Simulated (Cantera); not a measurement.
An isothermal, constant-pressure homogeneous reactor starts with CH4 : H2O : H2 = 1 : 2.5 : 0.1 (molar parts), at 1475 K and 5630 Torr. Integrator tolerance rtol = 1e-08.

Cantera simulation using GRI-Mech 3.0 (53 species, 325 reactions); the numbers are that mechanism's predictions, not measurements.

What does this change do: temperature 1475 to 2000 K?


```
quantity                                              before                                      after
------------------  ----------------------------------------  -----------------------------------------
x(CH4) at 40.0 s      0.0652 (gas-phase equilibrium 4.04e-5)    2.91e-7 (gas-phase equilibrium 3.27e-7)
x(H2O) at 40.0 s         0.341 (gas-phase equilibrium 0.242)        0.252 (gas-phase equilibrium 0.252)
x(H2) at 40.0 s          0.458 (gas-phase equilibrium 0.579)        0.569 (gas-phase equilibrium 0.569)
x(CH2CO) at 40.0 s  3.65e-7 (gas-phase equilibrium 1.63e-10)  3.16e-11 (gas-phase equilibrium 3.55e-11)
x(CO2) at 40.0 s       0.0310 (gas-phase equilibrium 0.0257)      0.0157 (gas-phase equilibrium 0.0157)
x(HCO) at 40.0 s     4.46e-9 (gas-phase equilibrium 7.42e-9)    1.96e-7 (gas-phase equilibrium 1.96e-7)
x(OH) at 40.0 s      6.27e-8 (gas-phase equilibrium 3.97e-8)    1.99e-5 (gas-phase equilibrium 1.99e-5)
```

What does this change do: pressure from 5630 Torr to 473 Torr?


```tsv
quantity	before	after
x(CH4) at 40.0 s	0.0652 (gas-phase equilibrium 4.04e-5)	0.0316 (gas-phase equilibrium 2.85e-7)
x(H2O) at 40.0 s	0.341 (gas-phase equilibrium 0.242)	0.320 (gas-phase equilibrium 0.242)
x(H2) at 40.0 s	0.458 (gas-phase equilibrium 0.579)	0.498 (gas-phase equilibrium 0.579)
x(CH2CO) at 40.0 s	3.65e-7 (gas-phase equilibrium 1.63e-10)	2.77e-6 (gas-phase equilibrium 1.15e-12)
x(CO2) at 40.0 s	0.0310 (gas-phase equilibrium 0.0257)	0.0283 (gas-phase equilibrium 0.0257)
x(HCO) at 40.0 s	4.46e-9 (gas-phase equilibrium 7.42e-9)	1.43e-9 (gas-phase equilibrium 2.15e-9)
x(OH) at 40.0 s	6.27e-8 (gas-phase equilibrium 3.97e-8)	1.93e-7 (gas-phase equilibrium 1.37e-7)
```
